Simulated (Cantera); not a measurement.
# BaF2 + H2O + H2 (halide evaporation, hydrolysis and transport)

Input: 1 mol BaF2, 0.35 mol H2O, 120 mol H2, held at 1.10 Pa.

These are equilibrium values from Cantera (NASA tables, ideal gas, pure condensed phases), not measurements of a reactor. Candidate condensed phases: Ba, BaF2, BaO, Ba(OH)2, H2O; 27 gas species. Mutual solubility and eutectic melting of coexisting phases are not modelled. Rates play no part.

| T (°C) | x H2 | x H | x HF | x BaF2 | x BaF | x H2O | x Ba | n BaF2(s) | n BaO(s) |
|---|---|---|---|---|---|---|---|---|---|
| 927 | 0.994 | 5.93e-5 | 0.000705 | 0.00183 | 0.000256 | 0.00268 | 5.60e-7 | 0.721 | 0.0269 |
| 977 | 0.988 | 0.000145 | 0.00133 | 0.00699 | 0.00117 | 0.00281 | 3.38e-6 | 0 | 0.00863 |
| 1027 | 0.987 | 0.000331 | 0.00176 | 0.00648 | 0.00174 | 0.00288 | 8.74e-6 | 0 | 0 |
| 1077 | 0.986 | 0.000713 | 0.00238 | 0.00587 | 0.00233 | 0.00287 | 1.89e-5 | 0 | 0 |
| 1127 | 0.984 | 0.00146 | 0.00311 | 0.00516 | 0.00301 | 0.00287 | 3.86e-5 | 0 | 0 |
| 1177 | 0.982 | 0.00283 | 0.00390 | 0.00440 | 0.00373 | 0.00286 | 7.45e-5 | 0 | 0 |
| 1227 | 0.979 | 0.00525 | 0.00473 | 0.00362 | 0.00443 | 0.00286 | 0.000136 | 0 | 0 |
| 1277 | 0.974 | 0.00937 | 0.00555 | 0.00288 | 0.00505 | 0.00285 | 0.000238 | 0 | 0 |
| 1327 | 0.967 | 0.0161 | 0.00635 | 0.00221 | 0.00553 | 0.00284 | 0.000393 | 0 | 0 |
| 1377 | 0.955 | 0.0268 | 0.00709 | 0.00165 | 0.00582 | 0.00282 | 0.000618 | 0 | 0 |
| 1427 | 0.938 | 0.0430 | 0.00777 | 0.00120 | 0.00590 | 0.00279 | 0.000921 | 0 | 0 |
| 1477 | 0.914 | 0.0670 | 0.00840 | 0.000851 | 0.00576 | 0.00274 | 0.00130 | 0 | 0 |
| 1527 | 0.879 | 0.101 | 0.00895 | 0.000593 | 0.00543 | 0.00268 | 0.00174 | 0 | 0 |
x: gas mole fraction; n: condensed amount in mol.

At 927 °C the condensed part is BaF2(s) + BaO(s). At 977 °C the condensed part is BaO(s). From 1027 °C to 1527 °C nothing is condensed. The main Ba-bearing gas is BaF2 at 927 °C and BaF at 1527 °C.
